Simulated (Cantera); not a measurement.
Input: 1 mol PbO, 0.068 mol CO, 0.16 mol N₂, at 383 Torr.

Equilibrium computed with Cantera from the NASA thermochemical tables; the gas is ideal and each condensed phase is pure. Candidate condensed phases: C, Pb, PbO, PbO₂, Pb₃O₄; 27 gas species. Each liquid is taken as pure. Mutual solubility and eutectic melting of coexisting phases are not modelled. Gases not in the tables: (PbO)n polymers. Equilibrium is a limit: real reactors are often held back by kinetics, nucleation or transport. All values below are at 1500 K.

Base state: N₂ 0.656, CO₂ 0.278, Pb 0.0481, PbO 0.0173, CO 0.000765, Pb₂ 2.02e-5 (mole fractions); condensed: Pb(l) + PbO(l).

Problem. What changes in the equilibrium state with this change: pressure from 383 Torr to 0.525 Torr?

Solution. 
```json
[
 {"species": "PbO", "before": "0.0173", "after": "0.463"},
 {"species": "Pb", "before": "0.0481", "after": "0.264"},
 {"species": "N₂", "before": "0.656", "after": "0.116"},
 {"species": "CO₂", "before": "0.278", "after": "0.0494"},
 {"species": "O₂", "before": "6.20e-6", "after": "0.107"},
 {"species": "O", "before": "1.41e-8", "after": "5.02e-5"},
 {"species": "NO", "before": "6.06e-6", "after": "0.000336"},
 {"species": "CO", "before": "0.000765", "after": "2.79e-5"},
 {"species": "Pb₂", "before": "2.02e-5", "after": "8.34e-7"},
 {"species": "Pb(l), mol", "before": "0.0561", "after": "0"},
 {"species": "PbO(l), mol", "before": "0.928", "after": "0"}
]
```
